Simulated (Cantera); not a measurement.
**Gas-phase reforming**

A perfectly stirred reactor is fed with 75.2 % CH₄, 24.8 % CO₂, at 1.97 atm; it is held at 1873 K, and followed from long to short residence time.

Cantera simulation using GRI-Mech 3.0 (53 species, 325 reactions); the numbers are that mechanism's predictions, not measurements. GRI-Mech 3.0 stops at C3 and has no aromatics, soot or wall deposition, so with more carbon than oxygen in the feed, carbon stays in small species such as C2H2 where larger ones or solid carbon would form.

```json
[
 {"τ (s)": "4.5", "x CH₄": "0.0125", "x CO₂": "0.000206", "x O₂": "<1e-12", "x C₂H₄": "0.00211", "x H₂O": "0.00167"},
 {"τ (s)": "1.8", "x CH₄": "0.0140", "x CO₂": "0.000500", "x O₂": "<1e-12", "x C₂H₄": "0.00213", "x H₂O": "0.00405"},
 {"τ (s)": "0.69", "x CH₄": "0.0173", "x CO₂": "0.00122", "x O₂": "<1e-12", "x C₂H₄": "0.00216", "x H₂O": "0.00978"},
 {"τ (s)": "0.27", "x CH₄": "0.0232", "x CO₂": "0.00275", "x O₂": "2.60e-12", "x C₂H₄": "0.00223", "x H₂O": "0.0213"},
 {"τ (s)": "0.10", "x CH₄": "0.0341", "x CO₂": "0.00586", "x O₂": "1.03e-11", "x C₂H₄": "0.00237", "x H₂O": "0.0419"},
 {"τ (s)": "0.041", "x CH₄": "0.0495", "x CO₂": "0.0109", "x O₂": "2.66e-11", "x C₂H₄": "0.00257", "x H₂O": "0.0658"},
 {"τ (s)": "0.016", "x CH₄": "0.0753", "x CO₂": "0.0208", "x O₂": "5.32e-11", "x C₂H₄": "0.00292", "x H₂O": "0.0884"},
 {"τ (s)": "0.0062", "x CH₄": "0.118", "x CO₂": "0.0418", "x O₂": "7.72e-11", "x C₂H₄": "0.00369", "x H₂O": "0.0960"},
 {"τ (s)": "0.0024", "x CH₄": "0.186", "x CO₂": "0.0812", "x O₂": "7.72e-11", "x C₂H₄": "0.00556", "x H₂O": "0.0791"},
 {"τ (s)": "0.00094", "x CH₄": "0.286", "x CO₂": "0.133", "x O₂": "5.07e-11", "x C₂H₄": "0.00958", "x H₂O": "0.0468"},
 {"τ (s)": "0.00037", "x CH₄": "0.408", "x CO₂": "0.181", "x O₂": "2.29e-11", "x C₂H₄": "0.0161", "x H₂O": "0.0199"}
]
```
x: mole fraction; the columns are a selection and need not sum to one.
